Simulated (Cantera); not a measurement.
Mixture: H2 : O2 : N2 = 1 : 0.227 : 0.855 (molar parts), equivalence ratio 2.2, at 2200000 Pa, adiabatic and at constant volume. Ignition delay is the time to a rise of 400 K.

Model: the H2/O2 subset of GRI-Mech 3.0, which has no nitrogen chemistry, integrated in Cantera. The hydrogen kinetics of GRI-Mech 3.0 are dated; newer H2 mechanisms differ, most at raised pressure. The pressure lies above the range GRI-Mech 3.0 was tuned for (to about 10 atm).

Question: What does this change do: pressure from 2200000 Pa to 320000 Pa?

Answer: 
```
quantity           before     after
---------------  --------  --------
delay at 1075 K  0.830 ms  0.402 ms
delay at 1225 K   55.1 µs   16.8 µs
delay at 1375 K   3.30 µs   7.33 µs
delay at 1525 K  0.784 µs   4.32 µs
```
Where the delays flatten at high temperature, the 400 K rule measures the pace of heat release, not the induction time.

Question: What does this change do: H2 1 to 2.4 parts?

Answer: 
```csv
quantity,before,after
delay at 1075 K,0.830 ms,0.668 ms
delay at 1225 K,55.1 µs,48.8 µs
delay at 1375 K,3.30 µs,4.29 µs
delay at 1525 K,0.784 µs,1.14 µs
apparent activation energy between 1450 and 1600 K,110 kJ/mol,110 kJ/mol
```
